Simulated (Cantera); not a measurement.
Stirred combustor or abatement burner

A perfectly stirred reactor is fed with CH4 : C2H6 : C3H8 : O2 : N2 = 1.4 : 0.075 : 0.15 : 1.67 : 6.29 (molar parts), equivalence ratio 2.3, at 345 Torr; it is adiabatic with a 300 K inlet, and is followed from long to short residence time, starting on the burning branch (τ in s: 0.11, 0.05, 0.023, 0.01, 0.0047, 0.0021, 0.00097, 0.00044, 0.0002, 9.2e-05, 4.2e-05, 1.9e-05, 8.6e-06).

Model: GRI-Mech 3.0 (53 species, 325 reactions), integrated in Cantera.

```csv
τ (s),T (K),x CH4,x C2H6,x C3H8,x NO,x O,x CH2CO
0.11,1528,0.0254,0.000201,1.49e-5,1.75e-8,3.64e-7,0.000271
0.050,1505,0.0295,0.000387,3.55e-5,1.55e-8,7.97e-7,0.000424
0.023,1436,0.0408,0.00102,0.000137,6.73e-9,1.75e-6,0.000820
0.010,300,0.146,0.00782,0.0156,<1e-12,<1e-12,<1e-12
0.0047,300,0.146,0.00782,0.0156,<1e-12,<1e-12,<1e-12
0.0021,300,0.146,0.00782,0.0156,<1e-12,<1e-12,<1e-12
0.00097,300,0.146,0.00782,0.0156,<1e-12,<1e-12,<1e-12
0.00044,300,0.146,0.00782,0.0156,<1e-12,<1e-12,<1e-12
0.00020,300,0.146,0.00782,0.0156,<1e-12,<1e-12,<1e-12
9.2e-5,300,0.146,0.00782,0.0156,<1e-12,<1e-12,<1e-12
4.2e-5,300,0.146,0.00782,0.0156,<1e-12,<1e-12,<1e-12
1.9e-5,300,0.146,0.00782,0.0156,<1e-12,<1e-12,<1e-12
8.6e-6,300,0.146,0.00782,0.0156,<1e-12,<1e-12,<1e-12
```
x: mole fraction; the columns are a selection and need not sum to one.
